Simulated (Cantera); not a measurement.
## Equilibrium for aluminium and copper etching: Al + Br2 + N2

A closed system holds: 1 mol Al, a varied amount of Br2, 0.46 mol N2, at 498.15 K and 0.00130 bar.

Equilibrium computed with Cantera from the NASA thermochemical tables; the gas is ideal and each condensed phase is pure. Candidate condensed phases: Al, AlBr3, AlN, Br2; 10 gas species. Rates play no part.

| n(Br2) (mol) | x Br2 | x Al2Br6 | x N2 | x AlBr3 | x Br | n AlN(s) |
|---|---|---|---|---|---|---|
| 0.31 | <1e-12 | 0.515 | 0.355 | 0.130 | <1e-12 | 0.793 |
| 0.7 | <1e-12 | 0.453 | 0.426 | 0.121 | <1e-12 | 0.533 |
| 1.1 | <1e-12 | 0.438 | 0.443 | 0.119 | <1e-12 | 0.267 |
| 1.5 | <1e-12 | 0.431 | 0.451 | 0.118 | <1e-12 | 0 |
| 1.9 | 0.280 | 0.300 | 0.322 | 0.0989 | 6.36e-7 | 0 |
| 2.3 | 0.435 | 0.229 | 0.250 | 0.0863 | 7.93e-7 | 0 |
| 2.7 | 0.534 | 0.184 | 0.205 | 0.0774 | 8.79e-7 | 0 |
| 3.1 | 0.603 | 0.153 | 0.173 | 0.0706 | 9.34e-7 | 0 |
| 3.5 | 0.654 | 0.131 | 0.150 | 0.0653 | 9.73e-7 | 0 |
| 3.9 | 0.693 | 0.114 | 0.133 | 0.0609 | 1.00e-6 | 0 |
| 4.3 | 0.723 | 0.101 | 0.119 | 0.0572 | 1.02e-6 | 0 |
| 4.6 | 0.743 | 0.0923 | 0.110 | 0.0549 | 1.04e-6 | 0 |
x: gas mole fraction; n: condensed amount in mol.

From 0.31 mol Br2 to 1.1 mol Br2 the condensed part is AlN(s). From 1.5 mol Br2 to 4.6 mol Br2 nothing is condensed. The main Al-bearing gas is Al2Br6 throughout.
